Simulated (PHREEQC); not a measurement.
A solution holds 0.066 mol/kgw HCl, 0.14 mol/kgw NiSO4 and 0.016 mol/kgw Na2SO4, at 83 °C. Closed to the air; pH follows from the charge balance.

All values are PHREEQC results (ion-association model, wateq4f.dat), not measurements.

```
quantity                       before   after
-----------------------------  ------  ------
pH                               2.06    1.82
ionic strength (mol/kgw)        0.342   0.222
Ni+2 (mol/kgw)                 0.0837  0.0497
Cl- (mol/kgw)                  0.0625  0.0636
HSO4- (mol/kgw)                0.0544  0.0466
NiSO4 (mol/kgw)                0.0530  0.0181
SI of Morenosite (NiSO4:7H2O)   -1.72   -2.20
SI of Halite (NaCl)             -4.77   -4.72
```

### Question
What was changed between the two runs?
(A) NiSO4 from 0.14 to 0.07 mol/kgw
(B) 0.0078 mol/kgw CdSO4 added
(C) NiSO4 from 0.14 to 0.126 mol/kgw
(D) diluted 100-fold with water
(E) Na2SO4 from 0.016 to 0.0176 mol/kgw

### Answer
A, NiSO4 from 0.14 to 0.07 mol/kgw

No solid was allowed to form. At this temperature some constants are extrapolated from 25 °C, and those without enthalpy data are left unchanged.
